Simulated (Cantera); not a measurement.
# Stirred combustor or abatement burner

A perfectly stirred reactor is fed with 5.88 % CO, 7.64 % H2, 1.70 % CH4, 11.3 % O2, 58.8 % N2, 14.7 % H2O, at 1800 Torr; it is adiabatic with a 725 K inlet, and is followed from long to short residence time, starting on the burning branch (τ in s: 0.067, 0.024, 0.009, 0.0033, 0.0012, 0.00044, 0.00016, 5.9e-05, 2.2e-05).

Detailed kinetics in Cantera: GRI-Mech 3.0 (53 species, 325 reactions).

```csv
τ (s),T (K),x CO,x H2,x CH4,x CH2O,x CO2
0.067,2042,0.00147,0.00102,1.38e-6,1.91e-7,0.0797
0.024,2033,0.00216,0.00147,2.98e-6,4.33e-7,0.0790
0.0090,2017,0.00334,0.00225,5.81e-6,8.74e-7,0.0777
0.0033,1990,0.00527,0.00355,1.13e-5,1.69e-6,0.0756
0.0012,1949,0.00814,0.00547,2.23e-5,3.18e-6,0.0724
0.00044,1890,0.0122,0.00803,4.61e-5,5.92e-6,0.0680
0.00016,1807,0.0181,0.0111,0.000106,1.15e-5,0.0615
5.9e-5,1688,0.0283,0.0144,0.000302,2.57e-5,0.0503
2.2e-5,725,0.0588,0.0764,0.0170,<1e-12,<1e-12
```
x: mole fraction; the columns are a selection and need not sum to one.
